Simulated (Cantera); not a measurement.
Standard-state values (1 bar) from the NASA 1993 polynomials, evaluated with Cantera. Values are per mole of reaction as written; species without (g) are pure solids or liquids, kept so even where they would boil at 1 bar. VN: taken at fixed stoichiometry.

3 V + 2 N₂O(g) = 3 VN + NO₂(g), with ΔH° = -780.5 kJ and ΔS° = -174.8 J/K at 300 K.

**Question.** How far is the shortcut ΔG° ≈ ΔH°(300 K) − T·ΔS°(300 K) from the full temperature-dependent value at 1350, 1400, 1450, 1500, 1550, 1600, 1650 K?

**Answer.** 
```tsv
T (K)	shortcut (kJ)	full (kJ)	difference (kJ)	difference in log10 K
1350	-544.5	-552.7	8.3	-0.32
1400	-535.7	-544.8	9.0	-0.34
1450	-527.0	-536.8	9.8	-0.35
1500	-518.2	-528.9	10.6	-0.37
1550	-509.5	-520.9	11.4	-0.39
1600	-500.7	-513.0	12.3	-0.40
1650	-492.0	-505.1	13.1	-0.42
```
The shortcut ignores the heat-capacity change of the reaction.
